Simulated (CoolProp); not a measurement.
Saturation properties of R115.

Model: reference Helmholtz-energy equation of state, Lemmon 2016, in CoolProp.

```csv
T (K),p (MPa),vapour density (kg/m³),liquid cp (kJ/(kg K))
271.3,0.4157,32.25,1.017
276.7,0.4923,38.10,1.032
282.2,0.5806,44.91,1.049
287.7,0.6802,52.71,1.068
293.2,0.7919,61.65,1.089
298.7,0.9167,71.90,1.113
304.1,1.053,83.45,1.140
309.6,1.206,97.03,1.172
315.1,1.376,112.8,1.211
320.6,1.562,131.4,1.260
326.1,1.768,153.6,1.326
331.5,1.989,180.1,1.418
```

It boils at 233.9 K under 1 atm.
